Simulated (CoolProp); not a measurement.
Vapour-liquid equilibrium of R113 (1) + ethanol (2) at 368.8 K; x and y are mole fractions of (1).

Computed with CoolProp (multi-fluid Helmholtz-energy mixture model, Marx 1992 and Schroeder 2014; pair parameters Bell 2016).

| x | bubble pressure (bar) | y at the bubble point | dew pressure at overall composition x (bar) | liquid density (mol/L) |
|---|---|---|---|---|
| 0.05 | 2.973 | 0.366 | 2.026 | 14.83 |
| 0.2 | 4.357 | 0.595 | 2.391 | 12.82 |
| 0.35 | ___ | 0.633 | 2.908 | 11.22 |
| 0.5 | 4.700 | 0.645 | 3.679 | 9.946 |
| 0.65 | 4.736 | 0.668 | 4.715 | 8.940 |
| 0.8 | 4.674 | ___ | 4.508 | 8.154 |
| 0.95 | ___ | ___ | 4.079 | 7.543 |

### Question
Fill in the missing entries.

### Answer

- 0.35, bubble pressure (bar): 4.641
- 0.8, y at the bubble point: 0.730
- 0.95, bubble pressure (bar): 4.244
- 0.95, y at the bubble point: 0.893

y crosses x between x = 0.65 and 0.8: the model has an azeotrope there.

The pair parameters rest on a limited set of measurements; away from them the model extrapolates. With so large a gap from Raoult's law the liquid may split in two, which this calculation doesn't test in full.
